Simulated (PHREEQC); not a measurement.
Spent oxide etchant: an equilibrium model

Consider water at 60 °C with 0.036 mol/kgw HF, 0.16 mol/kgw (NH4)2SiF6, 0.07 mol/kgw H3AsO4 and 0.9 mol/kgw H2SO4. Closed to the air; pH follows from the charge balance.

Equilibrium calculation in PHREEQC: ion-association model, wateq4f.dat.

Each row changes one thing in this solution. Precipitation was switched off in this run.

```
case                            pH  ionic strength (mol/kgw)  HF (mol/kgw)  H2F2 (mol/kgw)  H2AsO4- (mol/kgw)  F- (mol/kgw)
----------------------------  ----  ------------------------  ------------  --------------  -----------------  ------------
as made                       0.17                      1.43        0.0408         0.00158           0.000609       5.33e-5
diluted 100-fold with water   2.02                    0.0180       0.00714         3.49e-5                  ?      0.000294
(NH4)2SiF6 left out           0.17                     0.949        0.0340        0.000979           0.000616       3.77e-5
diluted 2-fold with water     0.46                     0.724        0.0329               ?           0.000585       6.45e-5
temperature from 60 to 10 °C  0.13                      1.51        0.0269         0.00451                  ?             ?
H2SO4 left out                1.81                         ?        0.0327        0.000819             0.0191       0.00131
```

Q: What belongs in the gaps?

A: 
- diluted 100-fold with water, H2AsO4- (mol/kgw): 0.000216
- diluted 2-fold with water, H2F2 (mol/kgw): 0.000868
- temperature from 60 to 10 °C, H2AsO4- (mol/kgw): 0.000856
- temperature from 60 to 10 °C, F- (mol/kgw): 7.95e-5
- H2SO4 left out, ionic strength (mol/kgw): 0.501

The ionic strength passes 0.7 mol/kgw, the rough limit of the ion-association models, in as made; (NH4)2SiF6 left out; diluted 2-fold with water; temperature from 60 to 10 °C. Species that the database lacks are ignored. Some of these states are supersaturated (in Quartz (slow to form), Chalcedony (slow to form), for instance). Away from 25 °C the constants follow the database's enthalpies or fits; those with neither stay at their 25 °C values. SiF6-2 is the database's only silicon fluoride.
